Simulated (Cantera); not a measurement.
An adiabatic, constant-pressure homogeneous reactor starts with CH₄ : O₂ : N₂ = 1 : 3.17 : 16.8 (molar parts), at 1650 K and 10.0 bar. Integrator tolerance rtol = 1e-08.

Model: GRI-Mech 3.0 (53 species, 325 reactions), integrated in Cantera.

Q: What does this change do: initial temperature 1650 to 1375 K?

A: 
| quantity | before | after |
|---|---|---|
| time of steepest temperature rise | 58.3 µs | 0.734 ms |
| temperature at 0.200 s | 2546 K | 2332 K |
| equilibrium temperature | 2546 K | 2332 K |
| x(CH₄) at 0.200 s | <1e-12 (gas-phase equilibrium <1e-12) | <1e-12 (gas-phase equilibrium <1e-12) |
| x(O₂) at 0.200 s | 0.0493 (gas-phase equilibrium 0.0493) | 0.0512 (gas-phase equilibrium 0.0512) |
| x(N₂O) at 0.200 s | 2.14e-6 (gas-phase equilibrium 2.14e-6) | 1.47e-6 (gas-phase equilibrium 1.47e-6) |
| x(H₂O₂) at 0.200 s | 4.95e-7 (gas-phase equilibrium 4.95e-7) | 3.19e-7 (gas-phase equilibrium 3.19e-7) |
| x(OH) at 0.200 s | 0.00623 (gas-phase equilibrium 0.00623) | 0.00315 (gas-phase equilibrium 0.00315) |
| x(H₂O) at 0.200 s | 0.0907 (gas-phase equilibrium 0.0907) | 0.0933 (gas-phase equilibrium 0.0933) |

Q: What does this change do: N2 16.8 to 11 parts?

A: 
| quantity | before | after |
|---|---|---|
| time of steepest temperature rise | 58.3 µs | 42.1 µs |
| temperature at 0.200 s | 2546 K | 2760 K |
| equilibrium temperature | 2546 K | 2760 K |
| x(CH₄) at 0.200 s | <1e-12 (gas-phase equilibrium <1e-12) | <1e-12 (gas-phase equilibrium <1e-12) |
| x(O₂) at 0.200 s | 0.0493 (gas-phase equilibrium 0.0493) | 0.0674 (gas-phase equilibrium 0.0674) |
| x(N₂O) at 0.200 s | 2.14e-6 (gas-phase equilibrium 2.14e-6) | 3.14e-6 (gas-phase equilibrium 3.14e-6) |
| x(H₂O₂) at 0.200 s | 4.95e-7 (gas-phase equilibrium 4.95e-7) | 1.15e-6 (gas-phase equilibrium 1.15e-6) |
| x(OH) at 0.200 s | 0.00623 (gas-phase equilibrium 0.00623) | 0.0140 (gas-phase equilibrium 0.0140) |
| x(H₂O) at 0.200 s | 0.0907 (gas-phase equilibrium 0.0907) | 0.120 (gas-phase equilibrium 0.120) |
